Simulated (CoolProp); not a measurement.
The fluid at 298.15 K and 1.03 MPa (gas) is heated at constant pressure to 411.6 K. The same conditions are run with several fluids, on thermodynamics alone (safety and materials aside).

Computed with CoolProp (reference Helmholtz-energy equation of state of each fluid (R13: Platzer 1990; dry air: Lemmon 2000; CF4 (R14): Platzer 1990; ethane: Bücker 2006; carbon monoxide: Lemmon 2006)). The equations of Platzer and Polt are older, rougher fits. Blends and air are pseudo-pure fits.

```csv
fluid,heat (kJ/kg),final density (kg/m³)
R13,[?],[?]
dry air,[?],[?]
CF4 (R14),89.1,[?]
ethane,235,[?]
carbon monoxide,[?],8.41
```

Problem. Some entries are withheld; supply them.

Solution. 
- R13, heat (kJ/kg): 83.7
- R13, final density (kg/m³): 32.4
- dry air, heat (kJ/kg): 116
- dry air, final density (kg/m³): 8.70
- CF4 (R14), final density (kg/m³): 26.7
- ethane, final density (kg/m³): 9.30
- carbon monoxide, heat (kJ/kg): 120
